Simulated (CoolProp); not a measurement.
A simple Rankine cycle with water: condensing at 310.15 K, boiler at 0.0773 MPa, turbine inlet 370.7 K, turbine efficiency 0.85, pump efficiency 0.6, no recuperator. Each further row changes one setting.

Values from CoolProp's reference Helmholtz-energy equation of state, Wagner 2002.

```json
[
 {"case": "as stated", "thermal efficiency (%)": "12.4", "net work (kJ/kg)": "311", "heat in (kJ/kg)": "2520", "turbine exit temperature (K)": "310.2", "volume ratio over the turbine": "9.51"},
 {"case": "turbine inlet 390.7 K", "thermal efficiency (%)": "12.4", "net work (kJ/kg)": "317", "heat in (kJ/kg)": "2560", "turbine exit temperature (K)": "310.2", "volume ratio over the turbine": "9.13"},
 {"case": "condensing temperature 302.15 K", "thermal efficiency (%)": "14.1", "net work (kJ/kg)": "359", "heat in (kJ/kg)": "2550", "turbine exit temperature (K)": "302.1", "volume ratio over the turbine": "14.3"},
 {"case": "boiler pressure 0.0541 MPa", "thermal efficiency (%)": "10.6", "net work (kJ/kg)": "269", "heat in (kJ/kg)": "2520", "turbine exit temperature (K)": "310.2", "volume ratio over the turbine": "6.77"},
 {"case": "turbine efficiency 0.75", "thermal efficiency (%)": "10.9", "net work (kJ/kg)": "274", "heat in (kJ/kg)": "2520", "turbine exit temperature (K)": "310.2", "volume ratio over the turbine": "9.67"}
]
```

The expansion ends wet for: as stated; turbine inlet 390.7 K; condensing temperature 302.15 K; boiler pressure 0.0541 MPa; turbine efficiency 0.75.
